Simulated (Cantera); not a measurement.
A perfectly stirred reactor is fed with NH3 : H2 = 1 : 0.13 (molar parts), at 8400 Pa; it is held at 2375 K, and followed from long to short residence time.

Model: the gas-phase N/H chemistry of the illustrative SiF4/NH3 mechanism in the Surface Chemkin manual (1991), integrated in Cantera. Walls and surfaces, which speed up NH3 decomposition in real reactors, are not modelled.

Task: Predict: x(NH3) at τ = 0.510 s; x(H2) at τ = 0.510 s; x(N2H2) at τ = 0.510 s; x(H) at τ = 0.510 s; x(NH3) at τ = 33.0 ms; x(H2) at τ = 33.0 ms; x(N2H2) at τ = 33.0 ms; x(N2H4) at τ = 33.0 ms; x(H) at τ = 33.0 ms.

Result: 
| Item | Value |
|---|---|
| x(NH3) at τ = 0.510 s | 0.00924 |
| x(H2) at τ = 0.510 s | 0.752 |
| x(N2H2) at τ = 0.510 s | 2.39e-7 |
| x(H) at τ = 0.510 s | 0.00682 |
| x(NH3) at τ = 33.0 ms | 0.190 |
| x(H2) at τ = 33.0 ms | 0.623 |
| x(N2H2) at τ = 33.0 ms | 4.78e-6 |
| x(N2H4) at τ = 33.0 ms | 1.06e-8 |
| x(H) at τ = 33.0 ms | 0.00190 |
